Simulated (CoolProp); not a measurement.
Vapour-liquid equilibrium of ethylene (1) + ethane (2) at 1240 kPa; x and y are mole fractions of (1).

Computed with CoolProp (multi-fluid Helmholtz-energy mixture model, Smukala 2000 and Bücker 2006; pair parameters Bell 2016).

```csv
x,"bubble temperature, mixture model (K)","bubble temperature, Raoult's law (K)","y, mixture model","y, Raoult's law"
0.05,…,247.0,…,0.087
0.15,243.9,244.4,0.228,0.242
0.25,241.5,242.0,0.353,0.378
0.35,…,239.8,0.465,0.497
0.45,237.3,237.6,0.565,0.602
0.55,235.4,235.7,0.658,0.694
0.65,233.7,233.8,…,0.776
0.75,232.0,232.0,0.824,0.849
0.85,230.3,230.3,…,0.914
0.95,228.8,228.8,0.968,0.973
```

Q: What belongs in the gaps?

A: 
- 0.05, bubble temperature, mixture model (K): 246.8
- 0.05, y, mixture model: 0.082
- 0.35, bubble temperature, mixture model (K): 239.3
- 0.65, y, mixture model: 0.744
- 0.85, y, mixture model: 0.899

The largest gap from Raoult's law is -0.5 K in bubble temperature, at x = 0.25. No azeotrope shows between x = 0.05 and 0.95.

Pair parameters are fitted to limited data, so mixtures are less certain than the pure fluids.
